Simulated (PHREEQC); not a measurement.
1 kg of water holding 0.058 mol/kgw MgCl2 and 0.33 mol/kgw KCl is evaporated at 25 °C; the solids stay in contact with the brine. CO2 from the air is kept out. The run lets Bischofite, Brucite, Carnallite, Sylvite, MgCl2_4H2O precipitate or redissolve, and no other solid.

The series has 26 steps of water left (kg), from 1 to 0.002143.

Model: Pitzer model, pitzer.dat, run in PHREEQC.

### Question
Which solids form, in which order, and at which step of the series does each first stand?

### Answer
Sylvite from water left = 0.07809 kg; Carnallite from water left = 0.01316 kg.

Species that the database lacks are ignored.
